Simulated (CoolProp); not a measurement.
Vapour-liquid equilibrium of C2F6 (R116) (1) + propane (2) at 0.246 MPa; x and y are mole fractions of (1).

Computed with CoolProp (multi-fluid Helmholtz-energy mixture model, Lemmon 2006 and Lemmon 2009; pair parameters Bell 2016).

```json
[
 {"x": "0.05", "bubble temperature, mixture model (°C)": "-39.9", "bubble temperature, Raoult's law (°C)": "-24.1", "y, mixture model": "0.548", "y, Raoult's law": "0.187"},
 {"x": "0.15", "bubble temperature, mixture model (°C)": "-53.8", "bubble temperature, Raoult's law (°C)": "-31.2", "y, mixture model": "0.771", "y, Raoult's law": "0.447"},
 {"x": "0.25", "bubble temperature, mixture model (°C)": "-56.8", "bubble temperature, Raoult's law (°C)": "-36.9", "y, mixture model": "0.808", "y, Raoult's law": "0.613"},
 {"x": "0.35", "bubble temperature, mixture model (°C)": "-57.4", "bubble temperature, Raoult's law (°C)": "-41.6", "y, mixture model": "0.816", "y, Raoult's law": "0.726"},
 {"x": "0.45", "bubble temperature, mixture model (°C)": "-57.5", "bubble temperature, Raoult's law (°C)": "-45.5", "y, mixture model": "0.817", "y, Raoult's law": "0.806"},
 {"x": "0.55", "bubble temperature, mixture model (°C)": "-57.7", "bubble temperature, Raoult's law (°C)": "-48.9", "y, mixture model": "0.821", "y, Raoult's law": "0.864"},
 {"x": "0.65", "bubble temperature, mixture model (°C)": "-58.1", "bubble temperature, Raoult's law (°C)": "-51.9", "y, mixture model": "0.832", "y, Raoult's law": "0.908"},
 {"x": "0.75", "bubble temperature, mixture model (°C)": "-58.7", "bubble temperature, Raoult's law (°C)": "-54.5", "y, mixture model": "0.854", "y, Raoult's law": "0.942"},
 {"x": "0.85", "bubble temperature, mixture model (°C)": "-59.3", "bubble temperature, Raoult's law (°C)": "-56.8", "y, mixture model": "0.893", "y, Raoult's law": "0.969"},
 {"x": "0.95", "bubble temperature, mixture model (°C)": "-59.7", "bubble temperature, Raoult's law (°C)": "-58.8", "y, mixture model": "0.956", "y, Raoult's law": "0.991"}
]
```

The largest gap from Raoult's law is -22.6 K in bubble temperature, at x = 0.15. No azeotrope shows between x = 0.05 and 0.95.

The pair parameters rest on a limited set of measurements; away from them the model extrapolates. With so large a gap from Raoult's law the liquid may split in two, which this calculation doesn't test in full.
